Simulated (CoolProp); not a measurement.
CH3F (R41) along the isotherm 74.05 °C: fugacity coefficient from the reference equation and from simpler models built on Tc = 44.1 °C, pc = 5906 kPa, ω = 0.200; each cubic takes its own stable root.

Model: reference Helmholtz-energy equation of state, Lemmon 2006, in CoolProp. It is a short technical equation, of lower accuracy than the large ones.

```json
[
 {"p (kPa)": "1480", "phase": "gas", "reference": "0.9284"},
 {"p (kPa)": "2950", "phase": "gas", "reference": "0.8604"},
 {"p (kPa)": "4430", "phase": "gas", "reference": "0.7949"},
 {"p (kPa)": "5910", "phase": "supercritical", "reference": "0.7319"},
 {"p (kPa)": "7380", "phase": "supercritical", "reference": "0.6716"},
 {"p (kPa)": "8860", "phase": "supercritical", "reference": "0.6131"},
 {"p (kPa)": "10300", "phase": "supercritical", "reference": "0.5601"},
 {"p (kPa)": "11800", "phase": "supercritical", "reference": "0.5128"},
 {"p (kPa)": "13300", "phase": "supercritical", "reference": "0.4742"},
 {"p (kPa)": "14800", "phase": "supercritical", "reference": "0.4427"}
]
```

**Question.** How far does each simpler model (van der Waals, Redlich-Kwong, Soave-Redlich-Kwong) lie from the reference over these 10 states: mean and median of the absolute difference, and the worst?

**Answer.** 
- van der Waals: mean 4.9 %, median 4.6 %, worst +9.5 % at 74.05 °C and 14800 kPa
- Redlich-Kwong: mean 3.6 %, median 3.3 %, worst +7.3 % at 74.05 °C and 14800 kPa
- Soave-Redlich-Kwong: mean 6.1 %, median 5.7 %, worst +12.0 % at 74.05 °C and 14800 kPa
